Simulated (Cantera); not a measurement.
A closed system holds: 1 mol Ta(OEt)5, 4.1 mol H2O, 80 mol H2, equilibrated at 700 °C and 1330 Pa.

Cantera equilibrium calculation (NASA polynomials, part measured and part estimated; ideal gas, pure solids and liquids). Candidate condensed phases: C, C6H6, C7H8, C8H18, H2O, Ta, TaC, Ta2O5; 113 gas species. The feed counts by its element totals alone. The numbers say what is thermodynamically allowed, not how fast it happens.

Base state: H2 0.934, CO 0.0635, CH4 0.00149, H2O 0.000491, CO2 5.37e-5 (mole fractions); condensed: C(graphite) + Ta2O5(s).

Question: What changes in the equilibrium state with this change: Ta(OEt)5 replaced by Nb?

Answer: 
```csv
species,before,after
H2,0.934,0.981
H2O,0.000491,0.0190
CO,0.0635,0
CH4,0.00149,0
CO2,5.37e-5,0
"C(graphite), mol",3.30,0
"Ta2O5(s), mol",0.500,0
"Nb2O5(s), mol",0,0.500
```
Condensed phases not in the tables: the oxides between NbO2 and Nb2O5. Further candidate phases: Nb, NbO, NbO2, Nb2O5.

Question: What changes in the equilibrium state with this change: temperature from 700 °C to 2527 °C?

Answer: 
| species | before | after |
|---|---|---|
| H | 9.09e-9 | 0.479 |
| H2 | 0.934 | 0.456 |
| CO | 0.0635 | 0.0654 |
| TaO | <1e-9 | 5.90e-5 |
| CH4 | 0.00149 | <1e-9 |
| CO2 | 5.37e-5 | 4.34e-8 |
| H2O | 0.000491 | 2.11e-6 |
| C(graphite), mol | 3.30 | 0 |
| Ta2O5(s), mol | 0.500 | 0 |
| Ta(s), mol | 0 | 0.0827 |
| TaC(s), mol | 0 | 0.908 |
Mutual solubility and eutectic melting of coexisting phases are not modelled. TaC: taken at fixed stoichiometry. Condensed phases not in the tables: Ta2C, N, O or C dissolved in the metal.
